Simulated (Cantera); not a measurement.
Charge: 1 mol HMDSO, 4.1 mol H2O, 18 mol H2, 0.36 mol O3, equilibrated at 525 K and 0.105 Torr.

Cantera equilibrium calculation (NASA polynomials, part measured and part estimated; ideal gas, pure solids and liquids). Candidate condensed phases: C, C6H6, C7H8, C8H18, H2O, Si, SiC, SiO2; 123 gas species. The feed counts by its element totals alone. Equilibrium is a limit: real reactors are often held back by kinetics, nucleation or transport.

Base state: H2 0.832, CH4 0.0959, H2O 0.0673, CO2 0.00426, CO 0.000605 (mole fractions); condensed: C(graphite) + SiO2(α-quartz).

Question: What changes in the equilibrium state with this change: temperature from 525 K to 1775 K?

Answer: 
```csv
species,before,after
H2,0.832,0.812
CO,0.000605,0.136
SiO,<1e-9,0.0278
CH4,0.0959,1.23e-8
H2O,0.0673,3.14e-8
H,<1e-9,0.0220
CO2,0.00426,1.41e-9
Si,<1e-9,0.00212
SiH,<1e-9,2.77e-5
"C(graphite), mol",3.13,0
"SiO2(α-quartz), mol",2.00,0
"SiC(s), mol",0,0.868
```

Question: What changes in the equilibrium state with this change: temperature from 525 K to 2025 K?

Answer: 
| species | before | after |
|---|---|---|
| H2 | 0.832 | 0.677 |
| CO | 0.000605 | 0.142 |
| H | <1e-9 | 0.134 |
| Si | <1e-9 | 0.0399 |
| H2O | 0.0673 | 3.70e-9 |
| CH4 | 0.0959 | 9.86e-9 |
| SiO | <1e-9 | 0.00580 |
| CO2 | 0.00426 | <1e-9 |
| Si2C | <1e-9 | 0.000751 |
| SiC2 | <1e-9 | 0.000277 |
| SiH | <1e-9 | 0.000249 |
| C(graphite), mol | 3.13 | 0 |
| SiO2(α-quartz), mol | 2.00 | 0 |

Question: What changes in the equilibrium state with this change: pressure from 0.105 Torr to 150 Torr?

Answer: 
| species | before | after |
|---|---|---|
| H2 | 0.832 | 0.674 |
| CH4 | 0.0959 | 0.239 |
| H2O | 0.0673 | 0.0869 |
| CO | 0.000605 | 1.79e-9 |
| CO2 | 0.00426 | 2.01e-8 |
| C(graphite), mol | 3.13 | 0 |
| SiO2(α-quartz), mol | 2.00 | 2.00 |
